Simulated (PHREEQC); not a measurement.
Dissolve 0.26 mol/kgw H2SO4, 0.00099 mol/kgw Fe(NO3)3 and 0.019 mol/kgw CO2 at 16 °C. Closed to the air; pH follows from the charge balance.

Computed with PHREEQC (ion-association model, wateq4f.dat).

```tsv
quantity	before	after
pH	0.64	1.25
ionic strength (mol/kgw)	0.331	0.0838
HSO4- (mol/kgw)	0.225	0.0361
SO4-2 (mol/kgw)	0.0344	0.0157
FeHSO4+2 (mol/kgw)	0.000542	4.03e-5
FeSO4+ (mol/kgw)	0.000356	0.000131
SI of Goethite (FeOOH)	-2.90	-1.32
SI of Hematite (Fe2O3)	-3.83	-0.68
```

**Question.** Name the change that produced these shifts.
A) 0.0068 mol/kgw NaCl added
B) diluted 10-fold with water
C) diluted 5-fold with water
D) CO2 replaced by Na2CO3 at the same molality

**Answer.** C, diluted 5-fold with water

Precipitation was switched off in this run.
